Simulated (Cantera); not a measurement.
A Cantera script and its output.

```python
import numpy as np
import cantera as ct

gas = ct.Solution("gri30.yaml")
gas.TPX = 775, 83000, {'CO': 1, 'H2': 0.17, 'O2': 0.532, 'N2': 2, 'H2O': 0.42}
inlet = ct.Reservoir(gas, clone=True)
gas.equilibrate("HP")  # start burning
reactor = ct.IdealGasConstPressureReactor(gas, energy="on", clone=False)
exhaust = ct.Reservoir(gas, clone=True)
tau = [0.14, 0.045, 0.015, 0.0048, 0.0015, 0.0005, 0.00016, 5.4e-05, 1.7e-05, 5.7e-06][0]
for a, b in ((inlet, reactor), (reactor, exhaust)):
    ct.MassFlowController(a, b, mdot=lambda t: reactor.mass / tau)
net = ct.ReactorNet([reactor])
show = ['CO', 'H2', 'O2', 'H2O2', 'H2O', 'H', 'O']

rows = []
print(f"{'tau/s':>10s}{'T/K':>9s}" + "".join(f"{s:>11s}" for s in show))
for tau in [0.14, 0.045, 0.015, 0.0048, 0.0015, 0.0005, 0.00016, 5.4e-05, 1.7e-05, 5.7e-06]:
    net.initial_time = 0.0
    net.advance(30 * tau)
    before = gas.X
    net.advance(40 * tau)
    drift = np.max(np.abs(gas.X - before) / (gas.X + 1e-9))
    rows.append([gas.T, *gas[show].X, drift])
    print(f"{tau:10.3e}{gas.T:9.1f}" + "".join(f"{x:11.3e}" for x in gas[show].X))
```

It prints:

```
     tau/s      T/K         CO         H2         O2       H2O2        H2O          H          O
 1.400e-01   2424.6  5.599e-02  6.468e-03  1.287e-02  9.243e-08  1.499e-01  1.723e-03  1.340e-03
 4.500e-02   2410.4  5.759e-02  6.713e-03  1.409e-02  9.356e-08  1.491e-01  1.923e-03  1.521e-03
 1.500e-02   2371.4  6.172e-02  7.379e-03  1.682e-02  9.612e-08  1.472e-01  2.490e-03  2.001e-03
 4.800e-03   2279.7  7.047e-02  8.964e-03  2.201e-02  1.110e-07  1.428e-01  4.107e-03  3.231e-03
 1.500e-03   2131.6  8.235e-02  1.152e-02  2.899e-02  1.696e-07  1.358e-01  7.845e-03  5.638e-03
 5.000e-04   1958.4  9.338e-02  1.417e-02  3.598e-02  3.156e-07  1.277e-01  1.417e-02  8.886e-03
 1.600e-04   1748.2  1.069e-01  1.583e-02  4.467e-02  7.503e-07  1.198e-01  2.298e-02  1.235e-02
 5.400e-05   1445.4  1.552e-01  1.306e-02  6.903e-02  2.532e-06  1.231e-01  2.046e-02  1.089e-02
 1.700e-05    775.0  2.426e-01  4.124e-02  1.291e-01  3.525e-18  1.019e-01  5.177e-14  3.928e-13
 5.700e-06    775.0  2.426e-01  4.124e-02  1.291e-01  1.517e-19  1.019e-01  1.681e-14  1.655e-13
```

Cantera simulation using GRI-Mech 3.0 (53 species, 325 reactions); the numbers are that mechanism's predictions, not measurements.
